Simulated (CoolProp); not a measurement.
Vapour-liquid equilibrium of R13 (1) + R113 (2) at 6.15 °C; x and y are mole fractions of (1).

The numbers come from the multi-fluid Helmholtz-energy mixture model, Platzer 1990 and Marx 1992; pair parameters Bell 2016 in CoolProp. This equation is an older, rougher fit; its heat capacities, sound speeds and derivatives of the liquid may be far off and weren't checked against measurements.

Q: Give the bubble pressure and the first vapour's composition at x = 0.05, 0.2, 0.65. Is there an azeotrope?

A: x = 0.05: 156.5 kPa, y = 0.870; x = 0.2: 532.6 kPa, y = 0.961; x = 0.65: 1460 kPa, y = 0.987. No azeotrope shows between x = 0.05 and 0.95.

Pair parameters are fitted to limited data, so mixtures are less certain than the pure fluids. The gap from Raoult's law changes sign with composition, which may be real or a fault of the pair parameters; it wasn't checked against measurements.
